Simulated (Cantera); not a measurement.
Feed: 1 mol Si, 0.93 mol Cl₂, 2.8 mol H₂, held at 302 °C and 26.0 bar.

Cantera equilibrium calculation (NASA polynomials, part measured and part estimated; ideal gas, pure solids and liquids). Candidate condensed phases: Si; 19 gas species. Rates play no part.

Base state: H₂ 0.823, SiHCl₃ 0.104, SiCl₄ 0.0646, SiH₂Cl₂ 0.00777, SiH₃Cl 0.000110 (mole fractions); condensed: Si(s).

Problem. What changes in the equilibrium state with this change: Si replaced by SiCl₄?

Solution. 
```tsv
species	before	after
H₂	0.823	0.395
HCl	7.58e-6	0.393
SiCl₄	0.0646	0.211
SiHCl₃	0.104	3.16e-6
SiH₂Cl₂	0.00777	<1e-9
SiH₃Cl	0.000110	<1e-9
Si(s), mol	0.440	0
```

Problem. What changes in the equilibrium state with this change: temperature from 302 °C to 477 °C?

Solution. 
```csv
species,before,after
H₂,0.823,0.823
SiHCl₃,0.104,0.0984
SiCl₄,0.0646,0.0675
SiH₂Cl₂,0.00777,0.0105
HCl,7.58e-6,0.000256
SiH₃Cl,0.000110,0.000251
"Si(s), mol",0.440,0.440
```
